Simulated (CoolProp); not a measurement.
Vapour-liquid equilibrium of ethylene (1) + propane (2) at 240.2 K; x and y are mole fractions of (1).

Computed with CoolProp (multi-fluid Helmholtz-energy mixture model, Smukala 2000 and Lemmon 2009; pair parameters Bell 2016).

```json
[
 {"x": "0.05", "bubble pressure (MPa)": "0.2288", "y at the bubble point": "0.364", "dew pressure at overall composition x (MPa)": "0.1567", "liquid density (mol/L)": "[?]"},
 {"x": "0.125", "bubble pressure (MPa)": "0.3493", "y at the bubble point": "0.602", "dew pressure at overall composition x (MPa)": "0.1695", "liquid density (mol/L)": "[?]"},
 {"x": "0.2", "bubble pressure (MPa)": "0.4700", "y at the bubble point": "0.719", "dew pressure at overall composition x (MPa)": "0.1846", "liquid density (mol/L)": "13.58"},
 {"x": "0.275", "bubble pressure (MPa)": "0.5899", "y at the bubble point": "0.789", "dew pressure at overall composition x (MPa)": "0.2025", "liquid density (mol/L)": "[?]"},
 {"x": "0.35", "bubble pressure (MPa)": "0.7086", "y at the bubble point": "0.835", "dew pressure at overall composition x (MPa)": "0.2242", "liquid density (mol/L)": "14.08"},
 {"x": "0.425", "bubble pressure (MPa)": "0.8260", "y at the bubble point": "0.869", "dew pressure at overall composition x (MPa)": "0.2511", "liquid density (mol/L)": "14.33"},
 {"x": "0.5", "bubble pressure (MPa)": "0.9422", "y at the bubble point": "0.894", "dew pressure at overall composition x (MPa)": "[?]", "liquid density (mol/L)": "14.57"},
 {"x": "0.575", "bubble pressure (MPa)": "1.058", "y at the bubble point": "0.915", "dew pressure at overall composition x (MPa)": "0.3298", "liquid density (mol/L)": "14.81"},
 {"x": "0.65", "bubble pressure (MPa)": "[?]", "y at the bubble point": "0.933", "dew pressure at overall composition x (MPa)": "0.3907", "liquid density (mol/L)": "15.05"},
 {"x": "0.725", "bubble pressure (MPa)": "1.293", "y at the bubble point": "0.949", "dew pressure at overall composition x (MPa)": "0.4786", "liquid density (mol/L)": "15.27"},
 {"x": "0.8", "bubble pressure (MPa)": "1.416", "y at the bubble point": "0.963", "dew pressure at overall composition x (MPa)": "0.6154", "liquid density (mol/L)": "15.47"},
 {"x": "0.875", "bubble pressure (MPa)": "1.545", "y at the bubble point": "0.977", "dew pressure at overall composition x (MPa)": "0.8520", "liquid density (mol/L)": "15.66"},
 {"x": "0.95", "bubble pressure (MPa)": "1.683", "y at the bubble point": "0.991", "dew pressure at overall composition x (MPa)": "[?]", "liquid density (mol/L)": "15.81"}
]
```

**Question.** Some entries are withheld; supply them.

**Answer.** 
- 0.05, liquid density (mol/L): 13.09
- 0.125, liquid density (mol/L): 13.34
- 0.275, liquid density (mol/L): 13.83
- 0.5, dew pressure at overall composition x (MPa): 0.2852
- 0.65, bubble pressure (MPa): 1.175
- 0.95, dew pressure at overall composition x (MPa): 1.305

No azeotrope shows between x = 0.05 and 0.95.

Pair parameters are fitted to limited data, so mixtures are less certain than the pure fluids.
